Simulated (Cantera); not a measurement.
## Silicon carbide growth: SiH₄ + H₂ + C₂H₄

Feed: 1 mol SiH₄, 52 mol H₂, 0.92 mol C₂H₄, equilibrated at 2075 °C and 0.00180 bar.

Cantera equilibrium calculation (NASA polynomials, part measured and part estimated; ideal gas, pure solids and liquids). Candidate condensed phases: C, C₆H₆, C₇H₈, C₈H₁₈, Si, SiC; 87 gas species. Rates play no part.

* **x(H₂)**: 0.732
* **x(H)**: 0.249
* **x(Si)**: 0.0129
* **x(C₂H₂ (acetylene))**: 0.00400
* **x(SiC₂)**: 0.00209
* **x(SiH)**: 0.000158
* **x(Si₂C)**: 0.000122
* **x(C₂H)**: 6.92e-5
* **x(C₃)**: 2.21e-5
* **n(C(graphite))**: 1.02 mol
* **gas amount**: 64.91 mol
* **log10 activity of Si(l) (absent)**: -1.78
